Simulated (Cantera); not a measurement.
**Adiabatic ignition**

An adiabatic, constant-volume homogeneous reactor starts with CO : H₂ : O₂ : N₂ = 1 : 0.51 : 2.29 : 8.6 (molar parts), equivalence ratio 0.33, at 1575 K and 100000 Pa.

Cantera simulation using GRI-Mech 3.0 (53 species, 325 reactions); the numbers are that mechanism's predictions, not measurements.

| t (s) | T (K) | P (bar) | x CO | x H₂ | x O₂ | x NO | x N₂O | x CO₂ | x H₂O |
|---|---|---|---|---|---|---|---|---|---|
| 1.00e-6 | 1575 | 1.000 | 0.0806 | 0.0411 | 0.185 | <1e-12 | <1e-12 | 7.43e-8 | 3.31e-8 |
| 2.70e-6 | 1575 | 1.000 | 0.0806 | 0.0411 | 0.185 | <1e-12 | 1.32e-12 | 2.89e-7 | 5.61e-7 |
| 7.30e-6 | 1575 | 1.00 | 0.0806 | 0.0411 | 0.185 | <1e-12 | 2.84e-11 | 4.62e-6 | 2.48e-5 |
| 1.97e-5 | 1604 | 1.02 | 0.0750 | 0.0101 | 0.160 | 3.35e-7 | 4.86e-8 | 0.00578 | 0.0223 |
| 5.34e-5 | 1896 | 1.18 | 0.0376 | 0.00278 | 0.132 | 1.76e-5 | 4.18e-7 | 0.0444 | 0.0287 |
| 0.000144 | 2247 | 1.37 | 0.0206 | 0.00186 | 0.129 | 0.000104 | 6.60e-7 | 0.0631 | 0.0332 |
| 0.000390 | 2470 | 1.49 | 0.0107 | 0.000852 | 0.130 | 0.000526 | 9.69e-7 | 0.0741 | 0.0374 |
| 0.00105 | 2526 | 1.52 | 0.00752 | 0.000596 | 0.130 | 0.00172 | 1.02e-6 | 0.0776 | 0.0386 |
| 0.00285 | 2521 | 1.52 | 0.00734 | 0.000584 | 0.128 | 0.00455 | 1.02e-6 | 0.0778 | 0.0387 |
| 0.00770 | 2512 | 1.51 | 0.00708 | 0.000566 | 0.126 | 0.00992 | 1.04e-6 | 0.0781 | 0.0389 |
| 0.0208 | 2502 | 1.50 | 0.00682 | 0.000548 | 0.123 | 0.0154 | 1.08e-6 | 0.0784 | 0.0391 |
| 0.0562 | 2499 | 1.50 | 0.00675 | 0.000544 | 0.122 | 0.0168 | 1.10e-6 | 0.0785 | 0.0391 |
| 0.152 | 2499 | 1.50 | 0.00675 | 0.000543 | 0.122 | 0.0168 | 1.10e-6 | 0.0785 | 0.0391 |
| 0.411 | 2499 | 1.50 | 0.00675 | 0.000543 | 0.122 | 0.0168 | 1.10e-6 | 0.0785 | 0.0391 |
| 1.11 | 2499 | 1.50 | 0.00675 | 0.000543 | 0.122 | 0.0168 | 1.10e-6 | 0.0785 | 0.0391 |
| 3.00 | 2499 | 1.50 | 0.00675 | 0.000543 | 0.122 | 0.0168 | 1.10e-6 | 0.0785 | 0.0391 |
x: mole fraction; the columns are a selection and need not sum to one.

The time of steepest temperature rise is 21.2 µs, the temperature at 3.00 s is 2499 K and the equilibrium temperature is 2499 K. The x(CO) at 3.00 s is 0.00675 (gas-phase equilibrium 0.00675) and the x(H₂) at 3.00 s is 0.000543 (gas-phase equilibrium 0.000543). The x(O₂) at 3.00 s is 0.122 (gas-phase equilibrium 0.122).
